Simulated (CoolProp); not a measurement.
Propane along the isobar 9.9 MPa: Z from the reference equation and from simpler models built on Tc = 369.9 K, pc = 4.251 MPa, ω = 0.152; each cubic takes its own stable root.

Model: reference Helmholtz-energy equation of state, Lemmon 2009, in CoolProp.

| T (K) | phase | reference |
|---|---|---|
| 179.2 | liquid | 0.4551 |
| 184.5 | liquid | 0.4456 |
| 189.9 | liquid | 0.4366 |
| 195.3 | liquid | 0.4282 |
| 200.7 | liquid | 0.4203 |
| 206.1 | liquid | 0.4129 |
| 211.5 | liquid | 0.4060 |
| 216.8 | liquid | 0.3996 |
| 222.2 | liquid | 0.3935 |
| 227.6 | liquid | 0.3878 |
| 233 | liquid | 0.3825 |
| 238.4 | liquid | 0.3775 |

**Question.** How far does each simpler model (van der Waals, Redlich-Kwong, Soave-Redlich-Kwong) lie from the reference over these 12 states: mean and median of the absolute difference, and the worst?

**Answer.** 
- van der Waals: mean 53.8 %, median 53.8 %, worst +55.5 % at 179.2 K and 9.9 MPa
- Redlich-Kwong: mean 6.0 %, median 6.0 %, worst +6.1 % at 179.2 K and 9.9 MPa
- Soave-Redlich-Kwong: mean 5.1 %, median 5.0 %, worst +5.6 % at 179.2 K and 9.9 MPa
